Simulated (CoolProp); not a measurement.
R114 along the isobar 1.22 MPa: fugacity coefficient from the reference equation and from simpler models built on Tc = 420.6 K, pc = 3.352 MPa, ω = 0.252; each cubic takes its own stable root.

The numbers come from the reference Helmholtz-energy equation of state, Platzer 1990 in CoolProp. This equation is an older, rougher fit; its heat capacities, sound speeds and derivatives of the liquid may be far off and weren't checked against measurements.

| T (K) | phase | reference |
|---|---|---|
| 315 | liquid | 0.2773 |
| 321.9 | liquid | 0.3301 |
| 328.8 | liquid | 0.3890 |
| 335.7 | liquid | 0.4541 |
| 342.6 | liquid | 0.5252 |
| 349.6 | liquid | 0.6036 |
| 356.5 | liquid | 0.6866 |
| 363.4 | liquid | 0.7750 |
| 370.3 | gas | 0.8141 |
| 377.2 | gas | 0.8254 |
| 384.1 | gas | 0.8357 |
| 391 | gas | 0.8452 |
| 397.9 | gas | 0.8540 |
| 404.8 | gas | 0.8621 |

Question: How far does each simpler model (van der Waals, Redlich-Kwong, Peng-Robinson) lie from the reference over these 14 states: mean and median of the absolute difference, and the worst?

Answer: 
- van der Waals: mean 41.4 %, median 15.8 %, worst +136.9 % at 315 K and 1.22 MPa
- Redlich-Kwong: mean 14.1 %, median 11.2 %, worst +37.3 % at 315 K and 1.22 MPa
- Peng-Robinson: mean 1.6 %, median 1.5 %, worst -2.0 % at 315 K and 1.22 MPa

At some of these states van der Waals, Redlich-Kwong gives the other phase, because its saturation line lies elsewhere.
